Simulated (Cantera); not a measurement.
## Thermodynamics of abatement and gas-phase synthesis, feed H2O + O2 + H2

Charge: 1 mol H2O, 3.8 mol O2, 0.14 mol H2, at 91.0 bar.

These are equilibrium values from Cantera (NASA tables, ideal gas, pure condensed phases), not measurements of a reactor. Candidate condensed phases: H2O; 9 gas species. The ideal-gas law is rough above about 30 bar. Kinetics and transport are ignored.

```
T (K)   x O2  x H2O      x OH       x O      x H2       x H
-----  -----  -----  --------  --------  --------  --------
1798   0.766  0.234  0.000466   1.10e-5   1.48e-6   4.49e-8
1998   0.765  0.233   0.00138   6.04e-5   7.94e-6   4.74e-7
2198   0.764  0.232   0.00337  0.000245   3.14e-5   3.27e-6
2398   0.762  0.230   0.00703  0.000785   9.81e-5   1.64e-5
2598   0.758  0.226    0.0130   0.00211  0.000256   6.38e-5
2798   0.752  0.220    0.0219   0.00490  0.000576  0.000204
2998   0.742  0.212    0.0341    0.0102   0.00115  0.000558
```
x: gas mole fraction; nothing condenses.

From 1798 K to 2998 K nothing is condensed.
